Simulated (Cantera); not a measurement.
What does this Cantera script print?

```python
import numpy as np
import cantera as ct

gas_names = """
    CL CL2 H HCL H2 N NH NH2 NH3 N2 N2H2 N2H4 Si SiCL SiCL2 SiCL3 SiCL4 SiH SiHCL3 SiH2 SiH2CL2 SiH3
    SiH3CL SiH4 SiN Si2 Si2N Si3
""".split()
cond_names = """
    NH4CL(a) NH4CL(b) Si(cr) Si(L) Si3N4(a)
""".split()


# ... load() reads the species with a 1 bar reference pressure and builds the phases ...
atoms = {
    'SiHCl3': {'Si': 1, 'H': 1, 'CL': 3},
    'NH3': {'N': 1, 'H': 3},
    'N2': {'N': 2},
}
top_T = {'Si3N4(a)': 2400}  # K; cautious upper limits of use, not melting points


# ... equilibrate(T, P, feed) seeds the gas with the atoms and calls Mixture.equilibrate('TP', solver="vcs", rtol=1e-11, max_steps=5000) ...
results = []
feed = {'SiHCl3': 1, 'NH3': 8.1, 'N2': 1.2}  # mol
P = 9100  # Pa
for T in [1375, 1425, 1475, 1525, 1575, 1625, 1675, 1725, 1775, 1825, 1875, 1925]:
    mix = equilibrate(T, P, feed)
    results.append((T, P, feed, dict(zip(mix.species_names, mix.species_moles))))

top = {s: max(r[3][s] / sum(r[3][g] for g in gas_names) for r in results) for s in gas_names}
cols = sorted((s for s in top if top[s] > 0.001), key=lambda s: -top[s])[:8]
seen = [c for c in cond_names if any(r[3].get(c, 0) > 1e-12 for r in results)]
print("log10 of partial pressures in bar; condensed amounts in mol")
print(f"{'T/K':>10s}" + "".join(f"{s[:9]:>10s}" for s in cols + seen))
for T, P, feed, n in results:
    ng = sum(n[g] for g in gas_names)
    print(f"{T:10.4g}" + "".join(f"{np.log10(max(n[s] / ng * P / 1e5, 1e-99)):10.3f}" for s in cols)
          + "".join(f"{n.get(c, 0):10.4g}" for c in seen))
```

Output:

```
log10 of partial pressures in bar; condensed amounts in mol
       T/K        H2        N2       HCL     SiCL2         H     Si(L)  Si3N4(a)
      1375    -1.266    -1.652    -1.842    -4.519    -6.098         0    0.3288
      1425    -1.265    -1.651    -1.845    -4.177    -5.799         0    0.3261
      1475    -1.265    -1.650    -1.850    -3.864    -5.520         0    0.3209
      1525    -1.264    -1.649    -1.858    -3.581    -5.258         0    0.3117
      1575    -1.263    -1.647    -1.873    -3.330    -5.013         0    0.2971
      1625    -1.262    -1.644    -1.895    -3.113    -4.782         0    0.2758
      1675    -1.260    -1.640    -1.925    -2.931    -4.565         0    0.2476
      1725    -1.258    -1.636    -1.963    -2.781    -4.360         0    0.2138
      1775    -1.256    -1.631    -2.010    -2.661    -4.166         0    0.1766
      1825    -1.253    -1.626    -2.062    -2.566    -3.983         0    0.1383
      1875    -1.257    -1.609    -2.109    -2.514    -3.812    0.3313         0
      1925    -1.258    -1.609    -2.101    -2.525    -3.649    0.3437         0
```

Equilibrium computed with Cantera from the NASA thermochemical tables; the gas is ideal and each condensed phase is pure. The tables' values for SiCl3, SiCl are old estimates; treat these amounts as uncertain. Gases not in the tables: Si2H6 and higher silanes.
